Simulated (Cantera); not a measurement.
**NO annealing gas**

A perfectly stirred reactor is fed with NO : N2 = 1 : 0.15 (molar parts), at 10.00 Torr; it is held at 1725 K, and followed from long to short residence time.

Model: GRI-Mech 3.0 (53 species, 325 reactions), integrated in Cantera. Radical loss at walls, strong at low pressure, is not modelled.

```
τ (s)    x NO       x O    x NO2      x O2   x N2     x N2O
------  -----  --------  -------  --------  -----  --------
22      0.810  0.000118  9.33e-5    0.0293  0.160  0.000200
4.6     0.857   8.42e-5  5.15e-5   0.00614  0.137  0.000229
0.96    0.867   7.04e-5  3.68e-5   0.00116  0.132  0.000205
0.20    0.869   5.52e-5  2.81e-5  0.000165  0.131  0.000123
0.043   0.869   3.06e-5  1.28e-5   1.18e-5  0.130   4.21e-5
0.0090  0.870   9.15e-6  1.51e-6   3.63e-7  0.130   1.00e-5
0.0019  0.870   2.13e-6  8.50e-8   1.54e-8  0.130   2.18e-6
```
x: mole fraction; the columns are a selection and need not sum to one.
